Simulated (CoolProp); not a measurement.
Propane at several states: density (kg/m³) from the reference equation and from simpler models built on Tc = 369.9 K, pc = 42.51 bar, ω = 0.152; each cubic takes its own stable root.

Model: reference Helmholtz-energy equation of state, Lemmon 2009, in CoolProp.

| T (K) | p (bar) | phase | reference | Redlich-Kwong | Soave-Redlich-Kwong | Peng-Robinson |
|---|---|---|---|---|---|---|
| 494.6 | 124 | supercritical | 189.8 | 192.4 | 177.0 | 187.9 |
| 492 | 29.6 | gas | 35.15 | 35.51 | 34.94 | 35.62 |
| 119.2 | 1.78 | liquid | 698.7 | 649.2 | 647.7 | 725.3 |
| 594.3 | 176 | supercritical | 179.0 | 184.3 | 169.3 | 179.0 |
